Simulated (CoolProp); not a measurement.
The fluid at 293.15 K and 0.531 MPa is compressed adiabatically to 1.28 MPa with isentropic efficiency 0.9. The same conditions are run with several fluids, on thermodynamics alone (safety and materials aside).

Model: reference Helmholtz-energy equation of state of each fluid (sulfur hexafluoride: Guder 2009; nitrogen: Span 2000; carbon dioxide: Span 1996; R1132(E): Akasaka 2024), in CoolProp.

### Question
Rank sulfur hexafluoride, nitrogen, carbon dioxide, R1132(E) by work (kJ/kg), highest first.

### Answer
nitrogen (96.8), carbon dioxide (58.0), R1132(E) (36.3), sulfur hexafluoride (15.5)

```
fluid                final temperature (K)  final density (kg/m³)
-------------------  ---------------------  ---------------------
sulfur hexafluoride                  321.7                   79.5
nitrogen                             386.4                   11.1
carbon dioxide                       362.7                   19.3
R1132(E)                             337.7                   32.6
```
